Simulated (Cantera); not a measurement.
Feed: 1 mol SiH4, 0.39 mol HCl, 3.1 mol N2, equilibrated at 1198 K and 0.133 bar.

Method: chemical equilibrium by Gibbs-energy minimisation in Cantera with the NASA 1993 tables (ideal gas, pure condensed phases). Candidate condensed phases: NH4Cl, Si, Si3N4; 28 gas species. N2 is the only nitrogen source here; it is nearly inert below about 1500 K, so the nitride shown seldom forms there in practice. Rates play no part.

Base state: N2 0.505, H2 0.415, HCl 0.0807, SiCl4 3.13e-5 (mole fractions); condensed: Si3N4(s).

What changes in the equilibrium state with this change: temperature from 1198 K to 1575 K?


```json
[
 {"species": "N2", "before": "0.505", "after": "0.505"},
 {"species": "H2", "before": "0.415", "after": "0.415"},
 {"species": "HCl", "before": "0.0807", "after": "0.0785"},
 {"species": "SiCl2", "before": "2.00e-6", "after": "0.00101"},
 {"species": "H", "before": "3.35e-7", "after": "7.34e-5"},
 {"species": "Cl", "before": "5.66e-8", "after": "1.10e-5"},
 {"species": "SiCl3", "before": "2.66e-6", "after": "7.10e-5"},
 {"species": "SiCl4", "before": "3.13e-5", "after": "1.30e-5"},
 {"species": "Si3N4(s), mol", "before": "0.333", "after": "0.332"}
]
```
The tables' values for SiCl3 are old estimates; treat these amounts as uncertain.
